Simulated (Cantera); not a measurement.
## Thermodynamics of silicon carbide growth, feed Si(CH3)4 + HCl + H2 + C3H8

Input: 1 mol Si(CH3)4, 0.11 mol HCl, 820 mol H2, 0.041 mol C3H8, at 1325 °C.

Cantera equilibrium calculation (NASA polynomials, part measured and part estimated; ideal gas, pure solids and liquids). Candidate condensed phases: C, C6H6, C7H8, C8H18, Si, SiC; 109 gas species. Kinetics and transport are ignored.

| P (Pa) | log p H2 | log p H | log p CH4 | log p HCl | log p C2H2 (acetylene) | log p C2H4 | n C(graphite) | n SiC(s) |
|---|---|---|---|---|---|---|---|---|
| 100 | -3.00 | -5.77 | -8.79 | -6.88 | -7.57 | -11.52 | 3.08 | 0.999 |
| 270 | -2.57 | -5.56 | -7.92 | -6.44 | -7.14 | -10.65 | 3.08 | 1.000 |
| 720 | -2.14 | -5.35 | -7.07 | -6.02 | -6.71 | -9.80 | 3.07 | 1.000 |
| 1900 | -1.72 | -5.13 | -6.23 | -5.60 | -6.29 | -8.96 | 3.05 | 1.000 |
| 5200 | -1.28 | -4.92 | -5.35 | -5.16 | -5.85 | -8.08 | 3.01 | 1.000 |
| 14000 | -0.85 | -4.70 | -4.49 | -4.73 | -5.42 | -7.22 | 2.89 | 1.000 |
| 37000 | -0.43 | -4.49 | -3.65 | -4.31 | -5.00 | -6.38 | 2.57 | 1.000 |
| 100000 | 0.00 | -4.27 | -2.79 | -3.88 | -4.57 | -5.52 | 1.72 | 1.000 |
log p: log10 of the partial pressure in bar; n: condensed amount in mol.

From 100 Pa to 100000 Pa the condensed part is C(graphite) + SiC(s). The main Si-bearing gas is Si at 100 Pa and SiH2 at 100000 Pa.
